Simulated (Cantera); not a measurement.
An adiabatic, constant-volume homogeneous reactor starts with H2 : O2 : N2 = 1 : 0.333 : 1.25 (molar parts), at 1025 K and 0.300 bar. Integrator tolerance rtol = 1e-08.

Computed with Cantera and the H2/O2 subset of GRI-Mech 3.0, which has no nitrogen chemistry.

Question: What does this change do: initial temperature 1025 to 1700 K?

Answer: 
```json
[
 {"quantity": "time of steepest temperature rise", "before": "0.462 ms", "after": "24.3 µs"},
 {"quantity": "temperature at 2.00 s", "before": "2805 K", "after": "2911 K"},
 {"quantity": "equilibrium temperature", "before": "2805 K", "after": "2911 K"},
 {"quantity": "x(H2) at 2.00 s", "before": "0.142 (gas-phase equilibrium 0.142)", "after": "0.143 (gas-phase equilibrium 0.143)"},
 {"quantity": "x(O2) at 2.00 s", "before": "0.00226 (gas-phase equilibrium 0.00226)", "after": "0.00570 (gas-phase equilibrium 0.00570)"},
 {"quantity": "x(O) at 2.00 s", "before": "0.00308 (gas-phase equilibrium 0.00308)", "after": "0.00909 (gas-phase equilibrium 0.00909)"},
 {"quantity": "x(H) at 2.00 s", "before": "0.0368 (gas-phase equilibrium 0.0368)", "after": "0.0656 (gas-phase equilibrium 0.0656)"},
 {"quantity": "x(HO2) at 2.00 s", "before": "1.45e-6 (gas-phase equilibrium 1.45e-6)", "after": "2.99e-6 (gas-phase equilibrium 2.99e-6)"},
 {"quantity": "x(H2O) at 2.00 s", "before": "0.260 (gas-phase equilibrium 0.260)", "after": "0.225 (gas-phase equilibrium 0.225)"},
 {"quantity": "x(OH) at 2.00 s", "before": "0.0189 (gas-phase equilibrium 0.0189)", "after": "0.0319 (gas-phase equilibrium 0.0319)"}
]
```

Question: What does this change do: pressure from 0.300 bar to 5.00 bar?

Answer: 
| quantity | before | after |
|---|---|---|
| time of steepest temperature rise | 0.462 ms | 4.44 ms |
| temperature at 2.00 s | 2805 K | 3037 K |
| equilibrium temperature | 2805 K | 3037 K |
| x(H2) at 2.00 s | 0.142 (gas-phase equilibrium 0.142) | 0.145 (gas-phase equilibrium 0.145) |
| x(O2) at 2.00 s | 0.00226 (gas-phase equilibrium 0.00226) | 0.000721 (gas-phase equilibrium 0.000721) |
| x(O) at 2.00 s | 0.00308 (gas-phase equilibrium 0.00308) | 0.000958 (gas-phase equilibrium 0.000958) |
| x(H) at 2.00 s | 0.0368 (gas-phase equilibrium 0.0368) | 0.0187 (gas-phase equilibrium 0.0187) |
| x(HO2) at 2.00 s | 1.45e-6 (gas-phase equilibrium 1.45e-6) | 2.03e-6 (gas-phase equilibrium 2.03e-6) |
| x(H2O) at 2.00 s | 0.260 (gas-phase equilibrium 0.260) | 0.276 (gas-phase equilibrium 0.276) |
| x(OH) at 2.00 s | 0.0189 (gas-phase equilibrium 0.0189) | 0.0122 (gas-phase equilibrium 0.0122) |
The hydrogen kinetics of GRI-Mech 3.0 are dated; newer H2 mechanisms differ, most at raised pressure. Above 3000 K some thermodynamic fits are extrapolated.
